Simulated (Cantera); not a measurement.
## Tantalum, niobium, vanadium and zirconium in process gases: Nb + H2O

Input: 1 mol Nb, a varied amount of H2O, held at 700 °C and 1880 Torr.

Method: chemical equilibrium by Gibbs-energy minimisation in Cantera with the NASA 1993 tables (ideal gas, pure condensed phases). Candidate condensed phases: H2O, Nb, NbO, NbO2, Nb2O5; 12 gas species. NbO: taken at fixed stoichiometry. Condensed phases not in the tables: the oxides between NbO2 and Nb2O5, N, O or C dissolved in the metal. Rates play no part.

| n(H2O) (mol) | x H2 | x H2O | n Nb(s) | n NbO(s) | n NbO2(s) |
|---|---|---|---|---|---|
| 0.39 | 1.00 | 4.48e-8 | 0.610 | 0.390 | 0 |
| 0.46 | 1.00 | 4.48e-8 | 0.540 | 0.460 | 0 |
| 0.54 | 1.00 | 4.48e-8 | 0.460 | 0.540 | 0 |
| 0.64 | 1.00 | 4.48e-8 | 0.360 | 0.640 | 0 |
| 0.75 | 1.00 | 4.48e-8 | 0.250 | 0.750 | 0 |
| 0.88 | 1.00 | 4.48e-8 | 0.120 | 0.880 | 0 |
| 1 | 1.00 | 4.48e-8 | 0 | 1.00 | 0 |
| 1.2 | 1.000 | 1.07e-5 | 0 | 0.800 | 0.200 |
| 1.4 | 1.000 | 1.07e-5 | 0 | 0.600 | 0.400 |
| 1.7 | 1.000 | 1.07e-5 | 0 | 0.300 | 0.700 |
x: gas mole fraction; n: condensed amount in mol.

From 0.39 mol H2O to 0.88 mol H2O the condensed part is Nb(s) + NbO(s). At 1 mol H2O the condensed part is NbO(s). From 1.2 mol H2O to 1.7 mol H2O the condensed part is NbO(s) + NbO2(s).
